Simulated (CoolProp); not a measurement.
Vapour-liquid equilibrium of acetone (1) + toluene (2) at 377.5 K; x and y are mole fractions of (1).

Model: multi-fluid Helmholtz-energy mixture model, Lemmon 2006 and Lemmon 2006; pair parameters Bell 2016, in CoolProp.

| x | bubble pressure (kPa) | y at the bubble point | dew pressure at overall composition x (kPa) | liquid density (mol/L) |
|---|---|---|---|---|
| 0.05 | 111.0 | 0.266 | 88.55 | 8.643 |
| 0.15 | 156.2 | 0.517 | 97.74 | 8.890 |
| 0.25 | 194.1 | 0.643 | 109.0 | 9.152 |
| 0.35 | 227.3 | 0.724 | 123.1 | 9.432 |
| 0.45 | 257.6 | 0.782 | 141.1 | 9.731 |
| 0.55 | 286.2 | 0.830 | 164.7 | 10.05 |
| 0.65 | 314.2 | 0.872 | 196.6 | 10.40 |
| 0.75 | 342.2 | 0.910 | 240.2 | 10.77 |
| 0.85 | 370.9 | 0.946 | 299.2 | 11.17 |
| 0.95 | 400.5 | 0.982 | 373.7 | 11.61 |

No azeotrope shows between x = 0.05 and 0.95.

The pair parameters rest on a limited set of measurements; away from them the model extrapolates.
